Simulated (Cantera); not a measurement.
# Silicon epitaxy and polysilicon growth: Si2Cl6 + N2

Charge: 1 mol Si2Cl6, 24 mol N2, equilibrated at 1275 K.

Method: chemical equilibrium by Gibbs-energy minimisation in Cantera with the NASA 1993 tables (ideal gas, pure condensed phases). Candidate condensed phases: Si, Si3N4; 13 gas species. The feed counts by its element totals alone. N2 is the only nitrogen source here; it is nearly inert below about 1500 K, so the nitride shown seldom forms there in practice. The tables' values for SiCl3 are old estimates; treat these amounts as uncertain. Kinetics and transport are ignored.

| P (Pa) | x N2 | x SiCl4 | x SiCl2 | x SiCl3 | n Si3N4(s) |
|---|---|---|---|---|---|
| 100 | 0.929 | 0.0408 | 0.0189 | 0.0109 | 0.0625 |
| 350 | 0.935 | 0.0498 | 0.00734 | 0.00749 | 0.120 |
| 1300 | 0.938 | 0.0546 | 0.00257 | 0.00465 | 0.146 |
| 4500 | 0.939 | 0.0569 | 0.000932 | 0.00285 | 0.157 |
| 16000 | 0.940 | 0.0581 | 0.000327 | 0.00171 | 0.162 |
| 56000 | 0.940 | 0.0587 | 0.000116 | 0.00102 | 0.164 |
| 200000 | 0.940 | 0.0591 | 4.02e-5 | 0.000605 | 0.165 |
x: gas mole fraction; n: condensed amount in mol.

From 1.00 mbar to 2.00 bar the condensed part is Si3N4(s). The main Si-bearing gas is SiCl4 throughout. The share of Si in condensed phases is highest at 2.00 bar (24.8 %) and lowest at 1.00 mbar (9.4 %).
